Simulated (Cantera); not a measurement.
An isothermal plug-flow reactor at 750 K and 240000 Pa (inlet), inlet velocity 0.94 m/s, active area per volume 1800 1/m; feed 0.966 % CO, 9.76 % O₂, 81.2 % N₂, 8.12 % H₂O.

Cantera simulation using Deutschmann's 1995 Pt surface mechanism with GRI-Mech 3.0 gas chemistry; the numbers are that mechanism's predictions, not measurements. Catalytic surfaces can have several steady states; this one follows from the mechanism file's or the stated starting coverage. Mass transfer to the wall is taken as infinitely fast.

x: gas mole fraction; θ: surface coverage.

| z (m) | x CO | x O₂ | x H₂O | x CO₂ | θ free Pt | θ O* | θ OH* | θ CO* |
|---|---|---|---|---|---|---|---|---|
| 4e-05 | 0.00849 | 0.0971 | 0.0812 | 0.00118 | 0.101 | 0.0621 | 0.00497 | 0.831 |
| 7.7e-05 | 0.00691 | 0.0963 | 0.0813 | 0.00276 | 0.133 | 0.119 | 0.00789 | 0.739 |
| 0.00015 | [?] | 0.0955 | 0.0813 | [?] | [?] | 0.944 | [?] | [?] |
| 0.00029 | 0.00465 | 0.0953 | 0.0814 | 0.00503 | 0.0280 | 0.958 | 0.0103 | 0.00347 |
| 0.00055 | 0.00421 | 0.0951 | 0.0814 | 0.00547 | 0.0233 | 0.965 | 0.00939 | 0.00216 |
| 0.0011 | 0.00363 | 0.0949 | 0.0814 | 0.00605 | 0.0197 | 0.970 | 0.00867 | 0.00133 |
| 0.0021 | [?] | 0.0946 | 0.0814 | [?] | [?] | 0.974 | 0.00811 | [?] |
| 0.004 | 0.00221 | 0.0942 | 0.0815 | 0.00748 | 0.0153 | 0.977 | 0.00766 | 0.000483 |

Task: Complete the blanks.

Result: 
- 0.00015, x CO: 0.00506
- 0.00015, x CO₂: 0.00462
- 0.00015, θ free Pt: 0.0371
- 0.00015, θ OH*: 0.0117
- 0.00015, θ CO*: 0.00671
- 0.0021, x CO: 0.00297
- 0.0021, x CO₂: 0.00672
- 0.0021, θ free Pt: 0.0172
- 0.0021, θ CO*: 0.000826
